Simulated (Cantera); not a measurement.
Standard-state values (1 bar) from the NASA 1993 polynomials, evaluated with Cantera. Values are per mole of reaction as written; species without (g) are pure solids or liquids, kept so even where they would boil at 1 bar.

Between 300 and 1898 K, where is each reaction favourable under standard conditions?
- N2O(g) + 3 H2O(g) + 8 NbO2(g) = 4 Nb2O5 + 2 NH3(g)


- N2O(g) + 3 H2O(g) + 8 NbO2(g) = 4 Nb2O5 + 2 NH3(g): ΔG° is -4836 kJ at 300 K and -1910 kJ at 1898 K; it stays negative (K > 1). ΔH° is -4711 kJ and ΔS° -1476 J/K at 1898 K.
